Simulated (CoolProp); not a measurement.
Vapour-liquid equilibrium of p-xylene (1) + n-decane (2) at 0.231 MPa; x and y are mole fractions of (1).

Values from CoolProp's multi-fluid Helmholtz-energy mixture model, Zhou 2012 and Lemmon 2006; pair parameters Bell 2016.

Task: Give the bubble temperature and the first vapour's composition at x = 0.2, 0.35, 0.65. Is there an azeotrope?

Result: x = 0.2: 199.4 °C, y = 0.342; x = 0.35: 192.9 °C, y = 0.530; x = 0.65: 182.1 °C, y = 0.796. No azeotrope shows between x = 0.05 and 0.95.

Pair parameters are fitted to limited data, so mixtures are less certain than the pure fluids.
